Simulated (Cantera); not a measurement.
An isothermal, constant-pressure homogeneous reactor starts with C₂H₄ : H₂ = 1 : 36 (molar parts), at 1400 K and 0.0267 bar. Integrator tolerance rtol = 1e-08.

Cantera simulation using GRI-Mech 3.0 (53 species, 325 reactions); the numbers are that mechanism's predictions, not measurements. GRI-Mech 3.0 was tuned for natural gas; its chemistry of ethylene as a main component is partial and can be far from experiment. GRI-Mech 3.0 stops at C3 and has no aromatics, soot or wall deposition, so with more carbon than oxygen in the feed, carbon stays in small species such as C2H2 where larger ones or solid carbon would form. Radical loss at walls, strong at low pressure, is not modelled.

```csv
quantity,before,after
x(C₂H₄) at 20.0 s,0.000543 (gas-phase equilibrium 0.000450),0.0234 (gas-phase equilibrium 4.99e-5)
x(H₂) at 20.0 s,0.973 (gas-phase equilibrium 0.968),0.972 (gas-phase equilibrium 0.945)
x(H) at 20.0 s,3.34e-5 (gas-phase equilibrium 2.95e-5),2.02e-6 (gas-phase equilibrium 8.39e-8)
x(C₂H₆) at 20.0 s,1.73e-7 (gas-phase equilibrium 2.27e-7),0.000475 (gas-phase equilibrium 1.04e-6)
x(CH₂) at 20.0 s,8.94e-12 (gas-phase equilibrium 1.33e-10),<1e-12 (gas-phase equilibrium <1e-12)
x(C₂H) at 20.0 s,8.49e-10 (gas-phase equilibrium 6.25e-10),<1e-12 (gas-phase equilibrium <1e-12)
```

### Question
Which change was made?
(A) temperature 1400 to 1925 K
(B) temperature 1400 to 1073 K
(C) pressure from 0.0267 bar to 1.00 bar
(D) pressure from 0.0267 bar to 0.490 bar

### Answer
B, temperature 1400 to 1073 K
